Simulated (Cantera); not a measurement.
An isothermal, constant-pressure homogeneous reactor starts with CH4 : CO2 = 1 : 26 (molar parts), at 1900 K and 0.270 bar.

Model: GRI-Mech 3.0 (53 species, 325 reactions), integrated in Cantera.

x: mole fraction; the columns are a selection and need not sum to one.

```
t (s)        x CH4  x CO2      x H2     x H2O   x CH2CO
--------  --------  -----  --------  --------  --------
2.00e-6     0.0370  0.963   1.71e-6   2.82e-7    <1e-12
8.60e-6     0.0370  0.963         …         …    <1e-12
3.69e-5     0.0368  0.963   6.27e-5   3.45e-5  1.00e-11
0.000159    0.0361  0.962  0.000338  0.000198  9.34e-10
0.000682    0.0298  0.955   0.00414   0.00294   4.57e-7
0.00293     0.0134  0.910    0.0101    0.0240   1.41e-5
0.0126           …  0.857         …         …         …
0.0541    0.000101  0.823   0.00209    0.0615   1.52e-5
0.233      2.76e-6  0.796   0.00267    0.0662   3.77e-7
1.00        <1e-12  0.796   0.00268    0.0662    <1e-12
```

### Question
Complete the blanks.

### Answer

- 8.60e-6, x H2: 1.27e-5
- 8.60e-6, x H2O: 5.41e-6
- 0.0126, x CH4: 0.00212
- 0.0126, x H2: 0.00259
- 0.0126, x H2O: 0.0525
- 0.0126, x CH2CO: 2.07e-5
